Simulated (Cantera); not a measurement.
Cantera run, input and output.

```python
import numpy as np
import cantera as ct

gas = ct.Solution("gri30.yaml")
gas.TPX = 3023, 3600, {'CH4': 0.029, 'H2': 0.12, 'H': 0.035}
reactor = ct.IdealGasConstPressureReactor(gas, energy="off", clone=False)
net = ct.ReactorNet([reactor])
net.rtol, net.atol = 1e-08, 1e-18
show = ['CH4', 'H2', 'H', 'C2H2', 'C2H', 'CH3']
times = np.geomspace(1e-05, 6, 10)

steps = ct.SolutionArray(gas, extra=["t"])
rows = []
print(f"{'t/s':>10s}{'T/K':>9s}{'P/Pa':>11s}" + "".join(f"{s:>11s}" for s in show))
for t in times:
    while net.time < t:
        t_next = net.step()
        steps.append(gas.state, t=t_next)
    rows.append([np.interp(t, steps.t, y) for y in (steps.T, steps.P, *steps(*show).X.T)])
    print(f"{t:10.3e}{rows[-1][0]:9.1f}{rows[-1][1]:11.4g}" + "".join(f"{x:11.3e}" for x in rows[-1][2:]))
rate = np.gradient(steps.T, steps.t)
print("integrator steps:", len(steps.t))
if steps.T.max() > steps.T[0] + 200:
    print(f"time of steepest temperature rise: {steps.t[rate.argmax()]:.4e} s")
gas.TPX = 3023, 3600, {'CH4': 0.029, 'H2': 0.12, 'H': 0.035}
gas.equilibrate("TP")
print(f"equilibrium (TP): T = {gas.T:.1f} K  " + "  ".join(f"{s} {gas[s].X[0]:.3e}" for s in show))
```

Result:

```
       t/s      T/K       P/Pa        CH4         H2          H       C2H2        C2H        CH3
 1.000e-05   3023.0       3600  4.154e-02  7.978e-01  7.286e-02  1.830e-02  2.937e-04  5.846e-02
 4.385e-05   3023.0       3600  1.858e-02  8.374e-01  6.664e-02  4.983e-02  7.037e-04  2.316e-02
 1.923e-04   3023.0       3600  2.253e-03  8.434e-01  8.195e-02  6.685e-02  1.153e-03  3.491e-03
 8.434e-04   3023.0       3600  1.249e-04  8.065e-01  1.236e-01  6.736e-02  1.832e-03  3.057e-04
 3.699e-03   3023.0       3600  1.412e-05  6.978e-01  2.368e-01  6.135e-02  3.691e-03  7.573e-05
 1.622e-02   3023.0       3600  1.456e-06  4.882e-01  4.542e-01  4.835e-02  7.974e-03  2.125e-05
 7.114e-02   3023.0       3600  5.218e-07  3.879e-01  5.579e-01  4.122e-02  1.051e-02  1.175e-05
 3.120e-01   3023.0       3600  5.147e-07  3.867e-01  5.593e-01  4.113e-02  1.054e-02  1.165e-05
 1.368e+00   3023.0       3600  5.147e-07  3.867e-01  5.593e-01  4.113e-02  1.054e-02  1.165e-05
 6.000e+00   3023.0       3600  5.147e-07  3.867e-01  5.593e-01  4.113e-02  1.054e-02  1.165e-05
integrator steps: 1770
equilibrium (TP): T = 3023.0 K  CH4 5.165e-07  H2 3.867e-01  H 5.592e-01  C2H2 4.113e-02  C2H 1.054e-02  CH3 1.169e-05
```

Model: GRI-Mech 3.0 (53 species, 325 reactions), integrated in Cantera. GRI-Mech 3.0 stops at C3 and has no aromatics, soot or wall deposition, so with more carbon than oxygen in the feed, carbon stays in small species such as C2H2 where larger ones or solid carbon would form. Radical loss at walls, strong at low pressure, is not modelled. Above 3000 K some thermodynamic fits are extrapolated.
